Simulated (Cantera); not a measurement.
A Cantera script and what it prints.

```python
import numpy as np
import cantera as ct

gas_names = [...]  # 110 gases of nasa_gas.yaml made of C, H, O
cond_names = """
    C(gr) C6H6(L) C7H8(L) C8H18(L),n-octa H2O(s) H2O(L)
""".split()


# ... load() reads the species with a 1 bar reference pressure and builds the phases ...
atoms = {
    'acetone': {'C': 3, 'H': 6, 'O': 1},
    'H2O': {'H': 2, 'O': 1},
}
top_T = {'C(gr)': 4500}  # K; cautious upper limits of use, not melting points


# ... equilibrate(T, P, feed) seeds the gas with the atoms and calls Mixture.equilibrate('TP', solver="vcs", rtol=1e-11, max_steps=5000) ...
results = []
feed = {'acetone': 1, 'H2O': 0.03}  # mol
T = 1275  # K
P = 3800000  # Pa
mix = equilibrate(T, P, feed)
results.append((T, P, feed, dict(zip(mix.species_names, mix.species_moles))))
x = sorted(zip(gas.X, gas.species_names), reverse=True)
print(f"T = {T:g} K  P = {P:g} Pa  gas = {mix.phase_moles(0):.4g} mol")
print("   x: " + "  ".join(f"{s} {v:.3e}" for v, s in x if v > 0.0001))
print("   condensed (mol): " + ("  ".join(f"{mix.phase(i).name} {mix.phase_moles(i):.4g}"
      for i in range(1, mix.n_phases) if mix.phase_moles(i) > 1e-12) or "none"))
```

It prints:

```
T = 1275 K  P = 3.8e+06 Pa  gas = 3.406 mol
   x: H2 5.884e-01  CO 2.195e-01  CH4 1.219e-01  H2O 5.723e-02  CO2 1.284e-02
   condensed (mol): C(gr) 1.793
```

These are equilibrium values from Cantera (NASA tables, ideal gas, pure condensed phases), not measurements of a reactor. The feed counts by its element totals alone. The ideal-gas law is rough above about 30 bar.
